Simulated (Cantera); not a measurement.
Input: 1 mol CaCO3, a varied amount of H2S, 0.039 mol H2O, equilibrated at 1198 K and 0.133 bar.

Cantera equilibrium calculation (NASA polynomials, part measured and part estimated; ideal gas, pure solids and liquids). Candidate condensed phases: C, C6H6, C7H8, C8H18, Ca, CaCO3, CaO, Ca(OH)2, CaS, CaSO4, H2O, H2SO4, S; 129 gas species. Mutual solubility and eutectic melting of coexisting phases are not modelled. Gases not in the tables: S3 to S7. Equilibrium is a limit: real reactors are often held back by kinetics, nucleation or transport.

x: gas mole fraction; n: condensed amount in mol.

| n(H2S) (mol) | x CO2 | x H2O | x H2S | x CO | x H2 | x S2 | x SO2 | n CaO(s) | n CaS(s) |
|---|---|---|---|---|---|---|---|---|---|
| 0.2 | 0.776 | 0.187 | 0.000402 | 0.0232 | 0.00409 | 0.000141 | 0.00899 | 0.812 | 0.188 |
| 0.24 | 0.752 | 0.211 | 0.000454 | 0.0225 | 0.00463 | 0.000141 | 0.00894 | 0.773 | 0.227 |
| 0.3 | 0.718 | 0.245 | 0.000527 | 0.0216 | 0.00539 | 0.000140 | 0.00888 | 0.713 | 0.287 |
| 0.37 | 0.683 | ___ | ___ | 0.0206 | ___ | 0.000139 | 0.00881 | ___ | ___ |
| 0.45 | 0.646 | ___ | ___ | 0.0195 | ___ | 0.000139 | 0.00874 | ___ | ___ |
| 0.55 | 0.605 | 0.359 | 0.000772 | 0.0183 | 0.00795 | 0.000138 | 0.00866 | 0.466 | 0.534 |
| 0.68 | 0.560 | 0.405 | 0.000871 | 0.0170 | 0.00901 | 0.000137 | 0.00857 | 0.337 | 0.663 |
| 0.83 | 0.515 | 0.450 | 0.000968 | 0.0157 | 0.0100 | 0.000136 | 0.00848 | 0.188 | 0.812 |
| 1 | 0.472 | 0.493 | 0.00106 | 0.0144 | 0.0110 | 0.000135 | 0.00839 | 0.0201 | 0.980 |
| 1.3 | 0.366 | 0.456 | 0.0553 | 0.0433 | 0.0395 | 0.0287 | 0.00820 | 0 | 1.00 |

Q: Complete the blanks.

A: 
- 0.37, x H2O: 0.281
- 0.37, x H2S: 0.000604
- 0.37, x H2: 0.00619
- 0.37, n CaO(s): 0.644
- 0.37, n CaS(s): 0.356
- 0.45, x H2O: 0.318
- 0.45, x H2S: 0.000684
- 0.45, x H2: 0.00702
- 0.45, n CaO(s): 0.565
- 0.45, n CaS(s): 0.435
